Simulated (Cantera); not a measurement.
A perfectly stirred reactor is fed with CH₄ : C₂H₆ : C₃H₈ : O₂ : N₂ = 1 : 0.33 : 0.05 : 4.48 : 16.8 (molar parts), at 760 Torr; it is adiabatic with a 573 K inlet, and is followed from long to short residence time, starting on the burning branch (τ in s: 0.31, 0.098, 0.031, 0.01, 0.0032, 0.001, 0.00032, 0.0001, 3.3e-05, 1e-05, 3.3e-06).

Model: GRI-Mech 3.0 (53 species, 325 reactions), integrated in Cantera.

One state of this run: T (K) = 1900; x CH₄ = 0.000155; x C₂H₆ = 1.29e-5; x C₃H₈ = 1.69e-6; x CO = 0.0180; x CH₂CO = 1.03e-5; x O = 0.00500. x: mole fraction; the columns are a selection and need not sum to one.

Question: Which value of τ (s) does it belong to?
A. 0.0010
B. 0.31
C. 3.3e-5
D. 0.00032

Answer: D, 0.00032
